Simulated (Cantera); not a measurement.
## Reactions in the system C-Cl-Ti

Standard-state values (1 bar) from the NASA 1993 polynomials, evaluated with Cantera. Values are per mole of reaction as written; species without (g) are pure solids or liquids, kept so even where they would boil at 1 bar. TiC: taken at fixed stoichiometry.

TiCl4(g) + 2 C → TiC + CCl4(g)

```csv
T (K),ΔH° (kJ),ΔS° (J/K),ΔG° (kJ),log10 K
1573,492.1,-19.9,523.5,-17.38
1648,492.6,-19.6,524.9,-16.64
1723,493.1,-19.3,526.4,-15.96
1798,493.6,-19.0,527.8,-15.33
1873,494.1,-18.7,529.3,-14.76
1948,494.7,-18.4,530.6,-14.23
2023,495.4,-18.1,532.0,-13.74
2098,496.0,-17.8,533.4,-13.28
```
